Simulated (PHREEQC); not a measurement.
# Nickel, zinc or cadmium bath: speciation

Consider water at 25 °C with 0.19 mol CdCl2, 0.00014 mol NaOH and 0.00056 mol H2SO4 per kg of water. Closed to the air; pH follows from the charge balance.

Model: ion-association model, wateq4f.dat, run in PHREEQC.

Precipitation was switched off in this run.

### Question
Estimate the pH, activity of water, ionic strength.

### Answer
pH 3.11; activity of water 0.994; ionic strength 0.196 mol/kgw.

### Question
In which forms is Cl present?

### Answer
Cl- 43 %, CdCl+ 31 %, CdCl2 22 %, CdCl3- 3.4 % of the Cl.
